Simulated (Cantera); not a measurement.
Input: 1 mol CO2, 0.06 mol SO2, 14 mol H2, equilibrated at 4.20 bar.

Equilibrium computed with Cantera from the NASA thermochemical tables; the gas is ideal and each condensed phase is pure. Candidate condensed phases: C, C6H6, C7H8, C8H18, H2O, H2SO4, S; 123 gas species. Kinetics and transport are ignored. All values below are at 350 °C.

Base state: H2 0.755, H2O 0.163, CH4 0.0769, H2S 0.00462 (mole fractions); condensed: gas only.

Problem. What changes in the equilibrium state with this change: H2 from 14 to 0.25 mol?

Solution. 
| species | before | after |
|---|---|---|
| CO2 | 1.97e-8 | 0.797 |
| H2O | 0.163 | 0.145 |
| H2S | 0.00462 | 0.0488 |
| H2 | 0.755 | 0.00420 |
| CH4 | 0.0769 | 0.00377 |
| COS | <1e-9 | 0.000475 |
| CO | 4.31e-9 | 0.00109 |
| C(graphite), mol | 0 | 0.0226 |
